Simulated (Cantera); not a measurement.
A closed system holds: 1 mol borazine, 7.4 mol H2O, 0.39 mol H2, at 1.33 mbar.

Cantera equilibrium calculation (NASA polynomials, part measured and part estimated; ideal gas, pure solids and liquids). Candidate condensed phases: B, BN, B2O3, B3O3H3, H2O; 39 gas species. The feed counts by its element totals alone. Gases not in the tables: H3BO3. Kinetics and transport are ignored.

Problem. Which condensed phases are stable at each of these points (T (K)): 875, 1025, 1175, 1325, 1475, 1625, 1775, 1925, 2075, 2225?

Solution. 
```tsv
T (K)	condensed phases	B condensed (%)
875	B2O3(l)	99.7
1025	B2O3(l)	99.6
1175	B2O3(l)	96.8
1325	B2O3(l)	78.2
1475	B2O3(l)	7.1
1625	gas only	0.0
1775	gas only	0.0
1925	gas only	0.0
2075	gas only	0.0
2225	gas only	0.0
```

From 875 K to 1475 K the condensed part is B2O3(l). From 1625 K to 2225 K nothing is condensed.
